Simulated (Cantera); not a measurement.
A perfectly stirred reactor is fed with CH₄ : O₂ : N₂ : CO₂ = 1 : 4.08 : 15.3 : 0.91 (molar parts), equivalence ratio 0.49, at 1050 Torr; it is adiabatic with a 725 K inlet, and is followed from long to short residence time, starting on the burning branch (τ in s: 0.034, 0.019, 0.01, 0.0057, 0.0032, 0.0018, 0.00097, 0.00054, 0.0003, 0.00017, 9.1e-05).

Computed with Cantera and GRI-Mech 3.0 (53 species, 325 reactions).

One state of this run: T (K) = 1726; x CH₄ = 4.40e-5; x O₂ = 0.0979; x C₂H₂ = 2.90e-9; x H = 4.99e-5; x N₂O = 9.66e-7; x NO₂ = 1.89e-8; x CH₂ = 1.42e-7. x: mole fraction; the columns are a selection and need not sum to one.

Which value of τ (s) does it belong to?
A) 0.0018
B) 0.0057
C) 0.00017
D) 0.010

D, 0.010
